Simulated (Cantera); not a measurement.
What does this Cantera script print?

```python
import numpy as np
import cantera as ct

gas_names = """
    O2 TaO2
""".split()
cond_names = """
    Ta2O5(s) Ta2O5(L)
""".split()


# ... load() reads the species with a 1 bar reference pressure and builds the phases ...
species = {s.name: s for s in load("nasa_gas.yaml", gas_names) + load("nasa_condensed.yaml", cond_names)}
# Each term lists the table entries of one substance; the one whose range holds T is used.
reactions = {
    '2 Ta2O5 = O2(g) + 4 TaO2(g)':
        [(-2, ['Ta2O5(s)', 'Ta2O5(L)']), (1, ['O2']), (4, ['TaO2'])],
}


def pick(names, T):
    return next(species[n] for n in names if species[n].thermo.min_temp <= T <= species[n].thermo.max_temp)


results = []
for label, terms in reactions.items():
    print(label)
    print("     T/K   dH/kJ  dS/(J/K)   dG/kJ   log10 K")
    for T in [300, 1898, 1998, 2098, 2198, 2298, 2398, 2498, 2598, 2698, 2798]:
        used = [(nu, pick(names, T)) for nu, names in terms]
        dH = sum(nu * s.thermo.h(T) for nu, s in used) / 1e6
        dS = sum(nu * s.thermo.s(T) for nu, s in used) / 1e3
        dG = dH - T * dS / 1e3
        logK = -dG * 1e6 / (ct.gas_constant * T * np.log(10))
        results.append((label, T, dH, dS, dG, logK, [s.name for _, s in used]))
        print(f"{T:8g} {dH:8.1f} {dS:8.1f} {dG:8.1f} {logK:8.2f}")
```

It prints:

```
2 Ta2O5 = O2(g) + 4 TaO2(g)
     T/K   dH/kJ  dS/(J/K)   dG/kJ   log10 K
     300   3288.5   1039.5   2976.7  -518.28
    1898   3119.9    862.0   1483.9   -40.84
    1998   3107.2    855.4   1398.0   -36.55
    2098   2850.7    730.8   1317.5   -32.80
    2198   2829.2    720.8   1244.9   -29.58
    2298   2807.7    711.2   1173.3   -26.67
    2398   2786.3    702.1   1102.7   -24.02
    2498   2765.0    693.4   1032.9   -21.60
    2598   2743.8    685.1    964.0   -19.38
    2698   2722.6    677.1    895.9   -17.34
    2798   2701.5    669.4    828.5   -15.47
```

Standard-state values (1 bar) from the NASA 1993 polynomials, evaluated with Cantera. Condensed species are held in their standard states even where they would react or evaporate.
